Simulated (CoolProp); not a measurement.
Methanol at several states: density (kg/m³) from the reference equation and from simpler models built on Tc = 513.4 K, pc = 8216 kPa, ω = 0.565; each cubic takes its own stable root.

The numbers come from the reference Helmholtz-energy equation of state, de Reuck 1993 in CoolProp.

```
T (K)  p (kPa)   phase  reference  van der Waals  Redlich-Kwong  Soave-Redlich-Kwong
-----  -------  ------  ---------  -------------  -------------  -------------------
215.8       94  liquid        [?]          421.5          628.0                  [?]
456.5      548     gas      4.806          4.754            [?]                  [?]
360.7     29.8     gas     0.3204         0.3192         0.3194               0.3197
```

Question: Complete the blanks.

Answer: 
- 215.8, reference: 864.7
- 215.8, Soave-Redlich-Kwong: 652.5
- 456.5, Redlich-Kwong: 4.782
- 456.5, Soave-Redlich-Kwong: 4.800
